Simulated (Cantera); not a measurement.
Carbon deposition, reforming and gasification: C2H6 + CO2 + N2

Feed: 1 mol C2H6, 1.1 mol CO2, 1.3 mol N2, held at 2300 K and 43.0 bar.

These are equilibrium values from Cantera (NASA tables, ideal gas, pure condensed phases), not measurements of a reactor. Candidate condensed phases: C, C6H6, C7H8, C8H18, H2O; 136 gas species. The ideal-gas law is rough above about 30 bar. The numbers say what is thermodynamically allowed, not how fast it happens.

```json
{
  "x(H2)": "0.449",
  "x(CO)": "0.339",
  "x(N2)": "0.194",
  "x(HCN)": "0.0121",
  "x(C2H2 (acetylene))": "0.00194",
  "x(CH4)": "0.00186",
  "x(HNC)": "0.00110",
  "x(H)": "0.000989",
  "x(H2O)": "0.000273",
  "n(C(graphite))": "0.777 mol",
  "gas_amount": "6.488 mol"
}
```
